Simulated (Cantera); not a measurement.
A Cantera script and its output.

```python
import numpy as np
import cantera as ct

gas = ct.Solution("gri30.yaml")
gas.TPX = 525, 100000, {'CH4': 1, 'C2H6': 0.037, 'C3H8': 0.21, 'O2': 2.89, 'N2': 10.9}
flame = ct.FreeFlame(gas, width=0.04)
flame.set_refine_criteria(ratio=3, slope=0.08, curve=0.16)
flame.transport_model = "mixture-averaged"
flame.solve(loglevel=0, auto=True)
flame.transport_model = "multicomponent"
flame.soret_enabled = False
flame.solve(loglevel=0, refine_grid=True)
z, T = flame.grid, flame.T
thick = (T[-1] - T[0]) / np.gradient(T, z).max()
show = ['CH4', 'C2H6', 'C3H8', 'CO2', 'C2H2', 'NO']
print(f"laminar burning velocity  {flame.velocity[0] * 100:.3f} cm/s")
print(f"burnt temperature         {T[-1]:.1f} K")
print(f"thermal thickness         {thick * 1e3:.4f} mm")
print(f"grid points               {len(z)}")
z0 = z[flame.heat_release_rate.argmax()]
print(f"{'z/mm':>9s}{'T/K':>9s}{'u/(m/s)':>9s}" + "".join(f"{s:>11s}" for s in show))
rows = []
for k in (-3, -2, -1.5, -1, -0.5, -0.25, 0, 0.25, 0.5, 1, 2, 4, 8):
    zz = z0 + k * thick
    rows.append([k * thick, np.interp(zz, z, T), np.interp(zz, z, flame.velocity),
                 *(np.interp(zz, z, flame.X[gas.species_index(s)]) for s in show)])
    print(f"{rows[-1][0] * 1e3:9.3f}{rows[-1][1]:9.1f}{rows[-1][2]:9.3f}" + "".join(f"{x:11.3e}" for x in rows[-1][3:]))
```

Output:

```
laminar burning velocity  110.147 cm/s
burnt temperature         2357.3 K
thermal thickness         0.3232 mm
grid points               154
     z/mm      T/K  u/(m/s)        CH4       C2H6       C3H8        CO2       C2H2         NO
   -0.970    525.1    1.103  6.644e-02  2.458e-03  1.395e-02  6.086e-08  4.593e-09  1.563e-10
   -0.646    526.0    1.107  6.627e-02  2.454e-03  1.393e-02  1.293e-06  8.991e-08  2.312e-09
   -0.485    531.5    1.121  6.587e-02  2.448e-03  1.389e-02  1.266e-05  8.163e-07  1.644e-08
   -0.323    578.7    1.230  6.369e-02  2.449e-03  1.371e-02  1.921e-04  1.117e-05  1.743e-07
   -0.162    957.4    2.081  4.839e-02  2.718e-03  9.952e-03  3.584e-03  1.857e-04  2.454e-06
   -0.081   1380.0    3.060  2.888e-02  1.925e-03  3.079e-03  1.052e-02  5.510e-04  6.304e-06
    0.000   1780.3    4.004  8.158e-03  1.803e-04  6.761e-05  2.261e-02  8.753e-04  1.350e-05
    0.081   1959.5    4.414  8.052e-04  1.131e-06  3.673e-08  3.655e-02  2.018e-04  2.370e-05
    0.162   2007.1    4.506  4.017e-05  1.895e-09  2.426e-12  4.786e-02  1.041e-05  3.127e-05
    0.323   2049.9    4.575  9.063e-08  1.650e-14  5.319e-17  5.942e-02  1.536e-08  3.804e-05
    0.646   2102.6    4.671  2.279e-11 -2.308e-19 -2.154e-19  6.516e-02  3.053e-12  4.485e-05
    1.293   2167.2    4.795  1.696e-15  4.514e-18  2.895e-18  6.787e-02  1.739e-16  5.581e-05
    2.586   2235.2    4.923  1.035e-15 -1.412e-18 -9.764e-19  7.073e-02 -6.401e-17  7.441e-05
```

Cantera simulation using GRI-Mech 3.0 (53 species, 325 reactions); the numbers are that mechanism's predictions, not measurements. GRI-Mech 3.0 was tuned for natural gas; its chemistry of propane as a main component is partial and can be far from experiment. Burning velocities carry a grid error of a few per cent, more on coarse grids.
